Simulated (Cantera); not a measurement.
A freely propagating, adiabatic, planar premixed flame of CH4 : O2 : N2 = 1 : 1.67 : 8.17 (molar parts), unburnt at 325 K and 5.63 atm; mixture-averaged transport, grid criteria slope 0.08 and curve 0.16, no radiation.

Detailed kinetics in Cantera: GRI-Mech 3.0 (53 species, 325 reactions). Burning velocities carry a grid error of a few per cent, more on coarse grids.

Task: How do the results move with these cheaper or finer settings: unity-Lewis-number transport; multicomponent transport; multicomponent+Soret transport; grid criteria slope 0.5, curve 1; grid criteria slope 0.25, curve 0.5; grid criteria slope 0.03, curve 0.06?

Result: 
```
setting                               laminar burning velocity  thermal thickness  peak x(CH2)  peak x(H)  grid points
------------------------------------  ------------------------  -----------------  -----------  ---------  -----------
as above                                             5.44 cm/s           0.448 mm      4.57e-6   0.000346          136
unity-Lewis-number transport                         4.31 cm/s           0.533 mm      4.46e-6   0.000369          129
multicomponent transport                             5.51 cm/s           0.452 mm      4.61e-6   0.000349          137
multicomponent+Soret transport                       5.52 cm/s           0.447 mm      4.87e-6   0.000380          137
grid criteria slope 0.5, curve 1                     5.78 cm/s           0.491 mm      4.12e-6   0.000328           31
grid criteria slope 0.25, curve 0.5                  5.74 cm/s           0.469 mm      4.48e-6   0.000345           48
grid criteria slope 0.03, curve 0.06                 5.32 cm/s           0.445 mm      4.53e-6   0.000341          311
```
The base run took about 14 core-seconds (a rough figure).
Unity Lewis numbers drop preferential diffusion, which matters most where H2 and H carry the flame; Soret adds thermal diffusion.
